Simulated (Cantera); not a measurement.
Input (Python, Cantera) and output of one run.

```python
import numpy as np
import cantera as ct

gas_names = """
    Br2 O2 O3
""".split()
cond_names = """
    BaO(s) BaO(L) BaBr2(s) BaBr2(L)
""".split()


# ... load() reads the species with a 1 bar reference pressure and builds the phases ...
species = {s.name: s for s in load("nasa_gas.yaml", gas_names) + load("nasa_condensed.yaml", cond_names)}
# Each term lists the table entries of one substance; the one whose range holds T is used.
reactions = {
    '2 Br2(g) + 2 BaO = 2 BaBr2 + O2(g)':
        [(-2, ['Br2']), (-2, ['BaO(s)', 'BaO(L)']), (2, ['BaBr2(s)', 'BaBr2(L)']), (1, ['O2'])],
    '3 BaO + 3 Br2(g) = 3 BaBr2 + O3(g)':
        [(-3, ['BaO(s)', 'BaO(L)']), (-3, ['Br2']), (3, ['BaBr2(s)', 'BaBr2(L)']), (1, ['O3'])],
}


def pick(names, T):
    return next(species[n] for n in names if species[n].thermo.min_temp <= T <= species[n].thermo.max_temp)


results = []
for label, terms in reactions.items():
    print(label)
    print("     T/K   dH/kJ  dS/(J/K)   dG/kJ   log10 K")
    for T in [300, 1900, 1925, 1950, 1975, 2000]:
        used = [(nu, pick(names, T)) for nu, names in terms]
        dH = sum(nu * s.thermo.h(T) for nu, s in used) / 1e6
        dS = sum(nu * s.thermo.s(T) for nu, s in used) / 1e3
        dG = dH - T * dS / 1e3
        logK = -dG * 1e6 / (ct.gas_constant * T * np.log(10))
        results.append((label, T, dH, dS, dG, logK, [s.name for _, s in used]))
        print(f"{T:8g} {dH:8.1f} {dS:8.1f} {dG:8.1f} {logK:8.2f}")
```

Output:

```
2 Br2(g) + 2 BaO = 2 BaBr2 + O2(g)
     T/K   dH/kJ  dS/(J/K)   dG/kJ   log10 K
     300   -481.0   -132.8   -441.2    76.82
    1900   -361.9    -24.3   -315.7     8.68
    1925   -360.8    -23.8   -315.1     8.55
    1950   -359.8    -23.2   -314.5     8.42
    1975   -358.8    -22.7   -313.9     8.30
    2000   -357.7    -22.2   -313.3     8.18
3 BaO + 3 Br2(g) = 3 BaBr2 + O3(g)
     T/K   dH/kJ  dS/(J/K)   dG/kJ   log10 K
     300   -579.8   -267.9   -499.4    86.95
    1900   -395.8   -101.5   -202.9     5.58
    1925   -393.9   -100.6   -200.4     5.44
    1950   -392.1    -99.6   -197.9     5.30
    1975   -390.3    -98.7   -195.4     5.17
    2000   -388.5    -97.8   -192.9     5.04
```

Standard-state values (1 bar) from the NASA 1993 polynomials, evaluated with Cantera. Condensed species are held in their standard states even where they would react or evaporate.
